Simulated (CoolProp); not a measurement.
Nitrogen along the isobar 1.8 MPa: density (kg/m³) from the reference equation and from simpler models built on Tc = -147.0 °C, pc = 3.396 MPa, ω = 0.037; each cubic takes its own stable root.

Computed with CoolProp (reference Helmholtz-energy equation of state, Span 2000).

| T (°C) | phase | reference | ideal gas | Redlich-Kwong | Soave-Redlich-Kwong | Peng-Robinson |
|---|---|---|---|---|---|---|
| -155.05 | gas | 70.59 | 51.35 | 70.52 | 70.60 | 72.58 |
| -146.35 | gas | 59.97 | ? | 60.19 | 60.19 | ? |
| -137.65 | gas | 53.13 | 44.76 | 53.38 | ? | 54.45 |
| -129.05 | gas | 48.16 | 42.09 | 48.39 | 48.29 | 49.22 |
| -120.35 | gas | 44.22 | ? | 44.42 | 44.29 | 45.08 |
| -111.65 | gas | 41.00 | ? | 41.18 | 41.03 | 41.70 |
| -103.05 | gas | 38.33 | 35.65 | 38.49 | 38.33 | 38.91 |
| -94.35 | gas | 36.01 | 33.92 | 36.16 | 35.99 | 36.50 |
| -85.65 | gas | 34.00 | ? | 34.13 | 33.96 | 34.41 |

Q: What belongs in the gaps?

A: 
- -146.35, ideal gas: 47.83
- -146.35, Peng-Robinson: 61.64
- -137.65, Soave-Redlich-Kwong: 53.31
- -120.35, ideal gas: 39.69
- -111.65, ideal gas: 37.55
- -85.65, ideal gas: 32.34
